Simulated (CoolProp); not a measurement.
Vapour-liquid equilibrium of R125 (1) + propane (2) at 1.49 MPa; x and y are mole fractions of (1).

Model: multi-fluid Helmholtz-energy mixture model, Lemmon 2005 and Lemmon 2009; pair parameters Bell 2016, in CoolProp.

```json
[
 {"x": "0.05", "bubble temperature, mixture model (K)": "311.1", "bubble temperature, Raoult's law (K)": "315.8", "y, mixture model": "0.134", "y, Raoult's law": "0.072"},
 {"x": "0.125", "bubble temperature, mixture model (K)": "305.1", "bubble temperature, Raoult's law (K)": "314.3", "y, mixture model": "0.274", "y, Raoult's law": "0.173"},
 {"x": "0.2", "bubble temperature, mixture model (K)": "301.2", "bubble temperature, Raoult's law (K)": "312.9", "y, mixture model": "___", "y, Raoult's law": "0.268"},
 {"x": "0.275", "bubble temperature, mixture model (K)": "298.7", "bubble temperature, Raoult's law (K)": "311.6", "y, mixture model": "0.432", "y, Raoult's law": "0.357"},
 {"x": "0.35", "bubble temperature, mixture model (K)": "297.1", "bubble temperature, Raoult's law (K)": "310.3", "y, mixture model": "0.483", "y, Raoult's law": "0.441"},
 {"x": "0.425", "bubble temperature, mixture model (K)": "296.0", "bubble temperature, Raoult's law (K)": "309.1", "y, mixture model": "___", "y, Raoult's law": "0.519"},
 {"x": "0.5", "bubble temperature, mixture model (K)": "295.3", "bubble temperature, Raoult's law (K)": "307.9", "y, mixture model": "0.564", "y, Raoult's law": "0.593"},
 {"x": "0.575", "bubble temperature, mixture model (K)": "294.9", "bubble temperature, Raoult's law (K)": "306.8", "y, mixture model": "0.603", "y, Raoult's law": "0.664"},
 {"x": "0.65", "bubble temperature, mixture model (K)": "294.8", "bubble temperature, Raoult's law (K)": "305.7", "y, mixture model": "___", "y, Raoult's law": "0.730"},
 {"x": "0.725", "bubble temperature, mixture model (K)": "295.0", "bubble temperature, Raoult's law (K)": "304.7", "y, mixture model": "0.692", "y, Raoult's law": "0.793"},
 {"x": "0.8", "bubble temperature, mixture model (K)": "___", "bubble temperature, Raoult's law (K)": "303.7", "y, mixture model": "0.750", "y, Raoult's law": "0.853"},
 {"x": "0.875", "bubble temperature, mixture model (K)": "297.0", "bubble temperature, Raoult's law (K)": "302.7", "y, mixture model": "0.823", "y, Raoult's law": "0.910"},
 {"x": "0.95", "bubble temperature, mixture model (K)": "299.1", "bubble temperature, Raoult's law (K)": "301.8", "y, mixture model": "0.919", "y, Raoult's law": "0.965"}
]
```

**Question.** Some entries are withheld; supply them.

**Answer.** 
- 0.2, y, mixture model: 0.367
- 0.425, y, mixture model: 0.525
- 0.65, y, mixture model: 0.644
- 0.8, bubble temperature, mixture model (K): 295.7

The largest gap from Raoult's law is -13.2 K in bubble temperature, at x = 0.35. y crosses x between x = 0.575 and 0.65: the model has an azeotrope there.

Pair parameters are fitted to limited data, so mixtures are less certain than the pure fluids.
